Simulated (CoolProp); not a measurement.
Vapour-liquid equilibrium of p-xylene (1) + n-decane (2) at 154.05 °C; x and y are mole fractions of (1).

Values from CoolProp's multi-fluid Helmholtz-energy mixture model, Zhou 2012 and Lemmon 2006; pair parameters Bell 2016.

```json
[
 {"x": "0.05", "bubble pressure (MPa)": "0.06413", "y at the bubble point": "0.121", "dew pressure at overall composition x (MPa)": "0.06105", "liquid density (mol/L)": "4.457"},
 {"x": "0.2", "bubble pressure (MPa)": "0.07889", "y at the bubble point": "0.390", "dew pressure at overall composition x (MPa)": "0.06788", "liquid density (mol/L)": "[?]"},
 {"x": "0.35", "bubble pressure (MPa)": "0.09306", "y at the bubble point": "0.573", "dew pressure at overall composition x (MPa)": "0.07630", "liquid density (mol/L)": "[?]"},
 {"x": "0.5", "bubble pressure (MPa)": "0.1068", "y at the bubble point": "[?]", "dew pressure at overall composition x (MPa)": "[?]", "liquid density (mol/L)": "5.389"},
 {"x": "0.65", "bubble pressure (MPa)": "[?]", "y at the bubble point": "0.814", "dew pressure at overall composition x (MPa)": "0.1005", "liquid density (mol/L)": "5.784"},
 {"x": "0.8", "bubble pressure (MPa)": "0.1337", "y at the bubble point": "0.902", "dew pressure at overall composition x (MPa)": "0.1183", "liquid density (mol/L)": "6.234"},
 {"x": "0.95", "bubble pressure (MPa)": "0.1471", "y at the bubble point": "0.977", "dew pressure at overall composition x (MPa)": "0.1420", "liquid density (mol/L)": "6.753"}
]
```

Complete the blanks.


- 0.2, liquid density (mol/L): 4.733
- 0.35, liquid density (mol/L): 5.041
- 0.5, y at the bubble point: 0.708
- 0.5, dew pressure at overall composition x (MPa): 0.08689
- 0.65, bubble pressure (MPa): 0.1203

No azeotrope shows between x = 0.05 and 0.95.

Pair parameters are fitted to limited data, so mixtures are less certain than the pure fluids.
